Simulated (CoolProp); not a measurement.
The fluid at 274.35 K and 0.142 MPa flows at 0.56 m/s in a round tube of 50 mm bore and 1.5 µm roughness, fully developed (64/Re and Nu = 3.66 if laminar; Colebrook and Gnielinski if turbulent). The same conditions are run with several fluids, on thermodynamics alone (safety and materials aside).

Model: reference Helmholtz-energy equation of state of each fluid (R404A: Lemmon 2003; sulfur hexafluoride: Guder 2009; R13: Platzer 1990; carbon dioxide: Span 1996), in CoolProp. The equations of Platzer and Polt are older, rougher fits. Blends and air are pseudo-pure fits.

Problem. Rank R404A, sulfur hexafluoride, R13, carbon dioxide by Reynolds number, highest first.

Solution. sulfur hexafluoride (18400), R404A (15500), R13 (14000), carbon dioxide (5620)

| fluid | Darcy friction factor | pressure drop (Pa/m) | heat-transfer coefficient (W/(m² K)) | mass flow (kg/h) |
|---|---|---|---|---|
| R404A | 0.0276 | 0.544 | 10.7 | 24.8 |
| sulfur hexafluoride | 0.0265 | 0.771 | 11.5 | 36.8 |
| R13 | 0.0284 | 0.589 | 8.67 | 26.2 |
| carbon dioxide | 0.0362 | 0.314 | 5.55 | 10.9 |

Transport values come from each fluid's own correlations; those of R13 are estimates that may be off by 10 % or more.
